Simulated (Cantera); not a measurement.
**V2O5 + H2 + N2 (hydrogen reduction and annealing atmospheres)**

Feed: 1 mol V2O5, 10 mol H2, 7.2 mol N2, at 0.0100 bar.

These are equilibrium values from Cantera (NASA tables, ideal gas, pure condensed phases), not measurements of a reactor. Candidate condensed phases: H2O, V, VN, VO, V2O3, V2O4, V2O5; 28 gas species. Condensed phases not in the tables: the oxides between V2O3 and V2O5 other than VO2. Rates play no part.

From 627 °C to 1827 °C the condensed part is V2O3(s).

| T (°C) | x H2 | x N2 | x H2O | x H | x VO2 | x OH | x VO | n V2O3(s) |
|---|---|---|---|---|---|---|---|---|
| 627 | 0.465 | 0.419 | 0.116 | 7.97e-10 | <1e-12 | <1e-12 | <1e-12 | 1.00 |
| 727 | 0.465 | 0.419 | 0.116 | 1.55e-8 | <1e-12 | 8.56e-12 | <1e-12 | 1.00 |
| 827 | 0.465 | 0.419 | 0.116 | 1.76e-7 | <1e-12 | 1.97e-10 | <1e-12 | 1.00 |
| 927 | 0.465 | 0.419 | 0.116 | 1.35e-6 | 2.14e-11 | 2.69e-9 | <1e-12 | 1.00 |
| 1027 | 0.465 | 0.419 | 0.116 | 7.54e-6 | 8.77e-10 | 2.46e-8 | <1e-12 | 1.00 |
| 1127 | 0.465 | 0.419 | 0.116 | 3.32e-5 | 2.08e-8 | 1.65e-7 | 2.25e-11 | 1.00 |
| 1227 | 0.465 | 0.419 | 0.116 | 0.000120 | 3.20e-7 | 8.57e-7 | 6.42e-10 | 1.000 |
| 1327 | 0.465 | 0.419 | 0.116 | 0.000371 | 3.44e-6 | 3.63e-6 | 1.19e-8 | 1.000 |
| 1427 | 0.464 | 0.418 | 0.116 | 0.00100 | 2.77e-5 | 1.30e-5 | 1.53e-7 | 1.000 |
| 1527 | 0.463 | 0.418 | 0.116 | 0.00244 | 0.000174 | 4.03e-5 | 1.47e-6 | 0.998 |
| 1627 | 0.461 | 0.417 | 0.115 | 0.00539 | 0.000893 | 0.000111 | 1.10e-5 | 0.992 |
| 1727 | 0.457 | 0.415 | 0.113 | 0.0110 | 0.00383 | 0.000271 | 6.68e-5 | 0.966 |
| 1827 | 0.450 | 0.408 | 0.106 | 0.0209 | 0.0139 | 0.000586 | 0.000345 | 0.875 |
x: gas mole fraction; n: condensed amount in mol.
